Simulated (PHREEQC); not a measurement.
Reverse-osmosis permeate (model solution)

A made-up water analysis in mg/kgw, 40 °C, pH 5.87, pe -1.4: Na 1.08; K 0.412; Ca 1.2; Mg 1.25; Cl 3.58; S(6) as SO4 3.77; Alkalinity as HCO3 2.77; Fe(2) 0.219; N(-3) as NH4 0.000566; Si as SiO2 0.00943; Br 0.00569.

Valence states are taken as typed.

The numbers come from PHREEQC with the ion-association model, phreeqc.dat.

No solid was allowed to form.

Q: What charge-balance error does the model give?

A: charge-balance error 0.7 %.

Q: In which forms is S present?

A: SO4-2 98 %, MgSO4 1.4 % of the S.

Away from 25 °C the constants follow the database's enthalpies or fits; those with neither stay at their 25 °C values.
